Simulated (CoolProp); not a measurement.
Vapour-liquid equilibrium of ethanol (1) + toluene (2) at 416 kPa; x and y are mole fractions of (1).

The numbers come from the multi-fluid Helmholtz-energy mixture model, Schroeder 2014 and Lemmon 2006; pair parameters Bell 2016 in CoolProp.

```
x     bubble temperature, mixture model (K)  bubble temperature, Raoult's law (K)  y, mixture model  y, Raoult's law
----  -------------------------------------  ------------------------------------  ----------------  ---------------
0.05                                  424.7                                 436.2             0.320            0.163
0.2                                   404.3                                 423.1             0.616            0.471
0.35                                  398.3                                 414.0             0.696            0.652
0.5                                   395.7                                 407.2             0.738            0.773
0.65                                  394.1                                 401.8             0.780            0.861
0.8                                   392.8                                 397.3             0.844            0.930
0.95                                  392.2                                 393.4             0.950            0.984
```

The largest gap from Raoult's law is -18.8 K in bubble temperature, at x = 0.2. No azeotrope shows between x = 0.05 and 0.95.

Pair parameters are fitted to limited data, so mixtures are less certain than the pure fluids.
